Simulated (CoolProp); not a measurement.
Aqueous ethylene glycol as a coolant, 39 % by mass, freezing at -22.8 °C, 1 atm.

The numbers come from the Melinder's fits for secondary coolants in CoolProp.

```csv
T (°C),viscosity (mPa s),cp (kJ/(kg K)),Prandtl number,density (kg/m³)
-20.1,14.5,3.369,123,1065
-10,8.75,3.414,…,1062
0,5.64,3.457,…,…
10.1,3.82,3.499,31.8,1055
20.1,2.74,3.540,22.6,1050
30.2,2.04,3.579,16.7,1045
```

**Question.** Complete the blanks.

**Answer.** 
- -10, Prandtl number: 73.7
- 0, Prandtl number: 47.1
- 0, density (kg/m³): 1059
